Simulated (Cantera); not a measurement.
Mixture: 14.3 % CH4, 2.29 % H2, 17.5 % O2, 65.9 % N2, equivalence ratio 1.7, at 1.00 bar, adiabatic and at constant volume. Ignition delay is the time to a rise of 400 K.

Detailed kinetics in Cantera: GRI-Mech 3.0 (53 species, 325 reactions).

### Question
Predict: delay at 1100 K; delay at 1200 K; delay at 1300 K; delay at 1400 K; delay at 1500 K; apparent activation energy between 1450 and 1550 K.

### Answer
- delay at 1100 K: 39.0 ms
- delay at 1200 K: 13.4 ms
- delay at 1300 K: 4.62 ms
- delay at 1400 K: 1.69 ms
- delay at 1500 K: 0.678 ms
- apparent activation energy between 1450 and 1550 K: 160 kJ/mol
